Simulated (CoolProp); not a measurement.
Values from CoolProp's reference Helmholtz-energy equation of state, Leachman 2009.

Task: For normal hydrogen, give the phase and the conductivity (mW/(m K)) at 26.4 K and 101 kPa; 174.8 K and 101 kPa.

Result: 
- 26.4 K and 101 kPa: gas; conductivity 21.8
- 174.8 K and 101 kPa: gas; conductivity 117

Thermal conductivity comes from a separate model (Assael 2011).
